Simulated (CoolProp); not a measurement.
Properties of decamethyltetrasiloxane (MD2M) along the isotherm 347.5 K.

The numbers come from the reference Helmholtz-energy equation of state, Thol 2017 in CoolProp.

| p (bar) | phase | cp (kJ/(kg K)) | Joule-Thomson coefficient (K/MPa) | isothermal compressibility (1/MPa) | fugacity coefficient |
|---|---|---|---|---|---|
| 2.6 | liquid | 1.844 | -0.3819 | 0.002454 | 0.005265 |
| 5.2 | liquid | 1.844 | -0.3830 | 0.002436 | 0.002726 |
| 7.8 | liquid | 1.843 | -0.3842 | 0.002418 | 0.001882 |
| 10.4 | liquid | 1.843 | -0.3853 | 0.002400 | 0.001462 |
| 13 | liquid | 1.843 | -0.3863 | 0.002383 | ? |
| 15.6 | liquid | 1.842 | -0.3874 | 0.002366 | 0.001045 |
| 18.2 | liquid | 1.842 | -0.3884 | ? | 0.0009272 |
| 20.8 | liquid | 1.841 | -0.3895 | 0.002333 | ? |
| 23.4 | liquid | 1.841 | -0.3905 | 0.002316 | 0.0007732 |
| 26 | liquid | 1.841 | ? | ? | 0.0007205 |
| 28.6 | liquid | 1.840 | -0.3924 | 0.002285 | 0.0006781 |

Problem. What belongs in the gaps?

Solution. 
- 13, fugacity coefficient: 0.001211
- 18.2, isothermal compressibility (1/MPa): 0.002349
- 20.8, fugacity coefficient: 0.0008401
- 26, Joule-Thomson coefficient (K/MPa): -0.3914
- 26, isothermal compressibility (1/MPa): 0.002300
